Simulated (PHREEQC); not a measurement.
## Copper plating or etch bath

Consider water at 20 °C with 1.2 mmol/kgw CuSO4, 0.49 mmol/kgw H2SO4 and 1.1 mmol/kgw H3BO3. Closed to the air; pH follows from the charge balance.

Model: ion-association model, wateq4f.dat, run in PHREEQC.

Precipitation was switched off in this run.

Question: Estimate the pH.

Answer: pH 3.08.

Question: In which forms is Cu present?

Answer: Cu+2 87 %, CuSO4 13 % of the Cu.

Complexes and solids missing from the database can't appear.
